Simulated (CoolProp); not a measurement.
Vapour-liquid equilibrium of n-decane (1) + n-dodecane (2) at 455.1 K; x and y are mole fractions of (1).

Values from CoolProp's multi-fluid Helmholtz-energy mixture model, Lemmon 2006 and Lemmon 2004; pair parameters Bell 2016.

| x | bubble pressure (MPa) | y at the bubble point | dew pressure at overall composition x (MPa) | liquid density (mol/L) |
|---|---|---|---|---|
| 0.05 | 0.04519 | 0.126 | 0.04283 | 3.690 |
| 0.15 | 0.05298 | 0.329 | 0.04598 | 3.737 |
| 0.25 | 0.06102 | 0.483 | 0.04964 | 3.785 |
| 0.35 | 0.06921 | 0.603 | 0.05394 | 3.835 |
| 0.45 | 0.07747 | 0.698 | 0.05908 | 3.885 |
| 0.55 | 0.08575 | 0.775 | 0.06533 | 3.938 |
| 0.65 | 0.09404 | 0.839 | 0.07306 | 3.991 |
| 0.75 | 0.1023 | 0.893 | 0.08287 | 4.047 |
| 0.85 | 0.1106 | 0.940 | 0.09562 | 4.104 |
| 0.95 | 0.1189 | 0.981 | 0.1126 | 4.163 |

No azeotrope shows between x = 0.05 and 0.95.

The pair parameters rest on a limited set of measurements; away from them the model extrapolates.
